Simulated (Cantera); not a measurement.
# Transport properties of process gases

Gas mixture: CO = 0.6 (molar parts), at 320000 Pa, frozen composition.

Cantera's kinetic-theory transport with the Lennard-Jones parameters of GRI-Mech 3.0, ideal gas; thermal conductivity in the mixture-averaged form.

```
T (K)  ρ (kg/m³)  cp (J/kg/K)  μ (µPa s)  λ (mW/m/K)     Pr  D (cm²/s) NH₃  D (cm²/s) O  D (cm²/s) C₂H₂
-----  ---------  -----------  ---------  ----------  -----  -------------  -----------  --------------
400         2.70         1049       22.0        31.7  0.726          0.120        0.167          0.0881
500         2.16         1064       25.7        38.0  0.720          0.181        0.245           0.131
600         1.80         1086       29.1        44.2  0.715          0.252        0.333           0.179
700         1.54         1112       32.3        50.2  0.714          0.331        0.432           0.233
800         1.35         1139       35.2        56.1  0.715          0.419        0.540           0.293
900         1.20         1164       38.1        61.9  0.716          0.514        0.657           0.358
```
D: mixture-averaged diffusion coefficient of that species in the mixture.
